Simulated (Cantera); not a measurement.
A closed system holds: 1 mol N2O, 8.2 mol H2, 1 mol O2, held at 86000 Pa.

Method: chemical equilibrium by Gibbs-energy minimisation in Cantera with the NASA 1993 tables (ideal gas, pure condensed phases). Candidate condensed phases: H2O; 24 gas species. Rates play no part. All values below are at 1575 °C.

Base state: H2 0.565, H2O 0.326, N2 0.109, H 0.000430, OH 1.82e-5 (mole fractions); condensed: gas only.

Problem. What changes in the equilibrium state with this change: O2 from 1 to 0.053 mol?

Solution. 
```
species    before     after
-------  --------  --------
H2          0.565     0.771
H2O         0.326     0.120
N2          0.109     0.109
H        0.000430  0.000502
OH        1.82e-5   5.76e-6
```
